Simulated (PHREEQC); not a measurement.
A solution holds 0.018 mol LiOH and 0.00064 mol Na2CO3 per kg of water, at 25 °C. Closed to the air; pH follows from the charge balance.

Computed with PHREEQC (ion-association model, wateq4f.dat).

```json
{
  "pH": "12.19",
  "ionic_strength": "0.0199 mol/kgw",
  "total_alkalinity": "19.3 meq/kg"
}
```

```tsv
species	molality	activity	log γ
OH-	0.0180	0.0156	-0.062
Li+	0.0180	0.0158	-0.056
Na+	0.00127	0.00111	-0.059
CO3-2	0.000626	0.000368	-0.230
NaCO3-	8.68e-6	7.61e-6	-0.058
HCO3-	5.74e-6	5.03e-6	-0.058
NaHCO3	3.12e-9	3.14e-9	0.002
```

This is a speciation only: nothing precipitates in the calculation. Species that the database lacks are ignored.
